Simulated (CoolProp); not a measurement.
Vapour-liquid equilibrium of R1234yf (1) + R227EA (2) at 0.563 MPa; x and y are mole fractions of (1).

Values from CoolProp's multi-fluid Helmholtz-energy mixture model, Lemmon 2022 and Lemmon 2016; pair parameters Bell 2016.

```
x     bubble temperature (°C)  y at the bubble point  dew temperature at overall composition x (°C)  liquid density (mol/L)
----  -----------------------  ---------------------  ---------------------------------------------  ----------------------
0.05                     31.3                  0.068                                              …                   8.060
0.2                      29.0                      …                                           29.7                   8.306
0.35                        …                  0.428                                           27.8                       …
0.5                      24.7                  0.582                                           25.8                   8.825
0.65                     22.7                  0.721                                           23.7                   9.099
0.8                         …                  0.849                                              …                   9.384
0.95                        …                  0.964                                           19.1                   9.681
```

Q: Some entries are withheld; supply them.

A: 
- 0.05, dew temperature at overall composition x (°C): 31.6
- 0.2, y at the bubble point: 0.258
- 0.35, bubble temperature (°C): 26.8
- 0.35, liquid density (mol/L): 8.561
- 0.8, bubble temperature (°C): 20.8
- 0.8, dew temperature at overall composition x (°C): 21.5
- 0.95, bubble temperature (°C): 18.9

No azeotrope shows between x = 0.05 and 0.95.

The pair parameters rest on a limited set of measurements; away from them the model extrapolates.
